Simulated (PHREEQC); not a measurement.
Solution (25 °C): 0.0091 mol/kgw TMAH and 0.004 mol/kgw CO2. Closed to the air; pH follows from the charge balance.

All values are PHREEQC results (ion-association model, wateq4f.dat), not measurements.

```json
[
 {"quantity": "pH", "before": "11.13", "after": "11.90"},
 {"quantity": "ionic strength (mol/kgw)", "before": "0.0127", "after": "0.0210"},
 {"quantity": "CO3-2 (mol/kgw)", "before": "0.00359", "after": "0.00393"},
 {"quantity": "HCO3- (mol/kgw)", "before": "0.000410", "after": "7.05e-5"},
 {"quantity": "CO2 (mol/kgw)", "before": "6.13e-9", "after": "1.74e-10"}
]
```

**Question.** What was changed between the two runs?
(A) 0.0011 mol/kgw NaOH added
(B) 0.00015 mol/kgw HCl added
(C) diluted 5-fold with water
(D) CO2 replaced by Li2CO3 at the same molality
(E) temperature from 25 to 10 °C

**Answer.** D, CO2 replaced by Li2CO3 at the same molality

No solid was allowed to form. (CH3)4N+ isn't in the database: it is added as a free cation with an ion size of 4 Å.
